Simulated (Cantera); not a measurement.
An isothermal, constant-pressure homogeneous reactor starts with 17.5 % CH4, 82.5 % N2, at 1548 K and 540 Pa.

Model: GRI-Mech 3.0 (53 species, 325 reactions), integrated in Cantera. GRI-Mech 3.0 stops at C3 and has no aromatics, soot or wall deposition, so with more carbon than oxygen in the feed, carbon stays in small species such as C2H2 where larger ones or solid carbon would form. Radical loss at walls, strong at low pressure, is not modelled.

x: mole fraction; the columns are a selection and need not sum to one.

| t (s) | x CH4 | x C2H6 | x H | x CH2 | x CH3 |
|---|---|---|---|---|---|
| 0.000600 | 0.175 | <1e-12 | 4.93e-8 | <1e-12 | … |
| 0.00170 | 0.175 | 2.28e-11 | 4.93e-8 | 3.87e-12 | … |
| 0.00481 | 0.175 | 5.11e-10 | 4.94e-8 | 2.71e-11 | … |
| 0.0136 | 0.175 | 1.04e-8 | 5.08e-8 | 2.03e-10 | … |
| 0.0385 | 0.175 | 1.73e-7 | 6.16e-8 | 1.56e-9 | … |
| 0.109 | 0.175 | 2.11e-6 | 1.50e-7 | 1.17e-8 | … |
| 0.309 | 0.173 | 1.79e-5 | 1.02e-6 | 7.75e-8 | … |
| 0.874 | 0.151 | 6.16e-5 | 1.18e-5 | 2.75e-7 | … |
| 2.47 | 0.0940 | 2.62e-5 | 4.06e-5 | 2.09e-7 | … |
| 7.00 | 0.0441 | 6.64e-6 | 7.22e-5 | 1.30e-7 | … |

Problem. Fill in the missing entries.

Solution. 
- 0.000600, x CH3: 1.20e-6
- 0.00170, x CH3: 3.47e-6
- 0.00481, x CH3: 9.92e-6
- 0.0136, x CH3: 2.82e-5
- 0.0385, x CH3: 7.95e-5
- 0.109, x CH3: 0.000222
- 0.309, x CH3: 0.000591
- 0.874, x CH3: 0.00108
- 2.47, x CH3: 0.000727
- 7.00, x CH3: 0.000382
